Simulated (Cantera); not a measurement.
Charge: 1 mol SiH₂Cl₂, 9.4 mol NH₃, 13 mol N₂, held at 3900 Pa.

These are equilibrium values from Cantera (NASA tables, ideal gas, pure condensed phases), not measurements of a reactor. Candidate condensed phases: NH₄Cl, Si, Si₃N₄; 28 gas species. Kinetics and transport are ignored.

Problem. What share of the Si ends up in condensed phases as a function of T (K), at 798, 898, 998, 1098, 1198, 1298, 1398, 1498, 1598, 1698, 1798?

Solution. 
```json
[
 {"T (K)": "798", "Si condensed (%)": "99.9", "as": "Si₃N₄(s)"},
 {"T (K)": "898", "Si condensed (%)": "99.9", "as": "Si₃N₄(s)"},
 {"T (K)": "998", "Si condensed (%)": "100.0", "as": "Si₃N₄(s)"},
 {"T (K)": "1098", "Si condensed (%)": "100.0", "as": "Si₃N₄(s)"},
 {"T (K)": "1198", "Si condensed (%)": "100.0", "as": "Si₃N₄(s)"},
 {"T (K)": "1298", "Si condensed (%)": "99.9", "as": "Si₃N₄(s)"},
 {"T (K)": "1398", "Si condensed (%)": "99.6", "as": "Si₃N₄(s)"},
 {"T (K)": "1498", "Si condensed (%)": "98.4", "as": "Si₃N₄(s)"},
 {"T (K)": "1598", "Si condensed (%)": "94.7", "as": "Si₃N₄(s)"},
 {"T (K)": "1698", "Si condensed (%)": "86.4", "as": "Si₃N₄(s)"},
 {"T (K)": "1798", "Si condensed (%)": "73.2", "as": "Si₃N₄(s)"}
]
```
